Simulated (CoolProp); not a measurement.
Values from CoolProp's reference Helmholtz-energy equation of state, Zhou 2012.

Q: For o-xylene, give the phase and the Z, viscosity (µPa s), conductivity (mW/(m K)) at 346.35 °C and 14.4 bar.

A: 
- 346.35 °C and 14.4 bar: gas; Z 0.830, viscosity 14.1, conductivity 45.3

Viscosity comes from a separate model (Cao 2016). Thermal conductivity comes from a separate model (Mylona 2014).
